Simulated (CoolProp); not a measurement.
n-perfluorohexane along the isobar 2.44 MPa: Z from the reference equation and from simpler models built on Tc = 448.0 K, pc = 1.742 MPa, ω = 0.497; each cubic takes its own stable root.

Computed with CoolProp (reference Helmholtz-energy equation of state, Gao 2022).

```json
[
 {"T (K)": "298.7", "phase": "liquid", "reference": "0.1971", "Redlich-Kwong": "0.2398", "Soave-Redlich-Kwong": "0.2257", "Peng-Robinson": "0.2003"},
 {"T (K)": "311.3", "phase": "liquid", "reference": "0.1932", "Redlich-Kwong": "0.2357", "Soave-Redlich-Kwong": "0.2212", "Peng-Robinson": "0.1962"},
 {"T (K)": "323.9", "phase": "liquid", "reference": "0.1899", "Redlich-Kwong": "0.2325", "Soave-Redlich-Kwong": "0.2177", "Peng-Robinson": "0.1929"},
 {"T (K)": "336.5", "phase": "liquid", "reference": "0.1872", "Redlich-Kwong": "0.2302", "Soave-Redlich-Kwong": "0.2150", "Peng-Robinson": "0.1905"},
 {"T (K)": "349.1", "phase": "liquid", "reference": "0.1852", "Redlich-Kwong": "0.2288", "Soave-Redlich-Kwong": "0.2134", "Peng-Robinson": "0.1889"},
 {"T (K)": "361.7", "phase": "liquid", "reference": "0.1837", "Redlich-Kwong": "0.2283", "Soave-Redlich-Kwong": "0.2128", "Peng-Robinson": "0.1883"},
 {"T (K)": "374.4", "phase": "liquid", "reference": "0.1830", "Redlich-Kwong": "0.2289", "Soave-Redlich-Kwong": "0.2134", "Peng-Robinson": "0.1889"},
 {"T (K)": "387", "phase": "liquid", "reference": "0.1832", "Redlich-Kwong": "0.2308", "Soave-Redlich-Kwong": "0.2155", "Peng-Robinson": "0.1908"},
 {"T (K)": "399.6", "phase": "liquid", "reference": "0.1845", "Redlich-Kwong": "0.2342", "Soave-Redlich-Kwong": "0.2194", "Peng-Robinson": "0.1944"},
 {"T (K)": "412.2", "phase": "liquid", "reference": "0.1872", "Redlich-Kwong": "0.2397", "Soave-Redlich-Kwong": "0.2258", "Peng-Robinson": "0.2005"},
 {"T (K)": "424.8", "phase": "liquid", "reference": "0.1922", "Redlich-Kwong": "0.2479", "Soave-Redlich-Kwong": "0.2361", "Peng-Robinson": "0.2102"},
 {"T (K)": "437.4", "phase": "liquid", "reference": "0.2011", "Redlich-Kwong": "0.2606", "Soave-Redlich-Kwong": "0.2529", "Peng-Robinson": "0.2263"},
 {"T (K)": "450", "phase": "supercritical", "reference": "0.2192", "Redlich-Kwong": "0.2808", "Soave-Redlich-Kwong": "0.2832", "Peng-Robinson": "0.2560"}
]
```
